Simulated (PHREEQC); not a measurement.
A solution holds 0.0051 mol Na2SO4 per kg of water, at 25 °C. It is in equilibrium with CO2 at log p = -3.4 (atm). Otherwise closed; pH follows from the charge balance.

Model: ion-association model, phreeqc.dat, run in PHREEQC.

Question: The ionic strength comes out as 0.0150 mol/kgw. What activity coefficients do HCO3-, H+, Na+, SO4-2, NaSO4- get?

Answer: HCO3- 0.89, H+ 0.90, Na+ 0.89, SO4-2 0.62, NaSO4- 0.89.

Precipitation was switched off in this run.
